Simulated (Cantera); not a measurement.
# Gas-phase reforming

A perfectly stirred reactor is fed with CH₄ : H₂O = 1 : 1.3 (molar parts), at 10.0 bar; it is held at 1548 K, and followed from long to short residence time.

Computed with Cantera and GRI-Mech 3.0 (53 species, 325 reactions).

```
τ (s)    x CH₄  x H₂O     x H₂     x CO₂    x C₂H₄    x C₂H₆   x C₂H₂
-------  -----  -----  -------  --------  --------  --------  -------
2.0      0.177  0.328    0.373    0.0204    0.0140  0.000325   0.0210
0.61     0.189  0.391    0.314    0.0146    0.0198  0.000405   0.0351
0.18     0.205  0.446    0.258   0.00673    0.0220  0.000444   0.0462
0.054    0.252  0.489    0.191   0.00165    0.0173  0.000520   0.0440
0.016    0.327  0.525    0.108  0.000206    0.0100  0.000865   0.0271
0.0048   0.387  0.550   0.0447   1.70e-5   0.00654   0.00143  0.00961
0.0014   0.419  0.562   0.0126   9.16e-7   0.00316   0.00163  0.00144
0.00042  0.431  0.565  0.00283   2.57e-8  0.000711   0.00105  8.52e-5
```
x: mole fraction; the columns are a selection and need not sum to one.
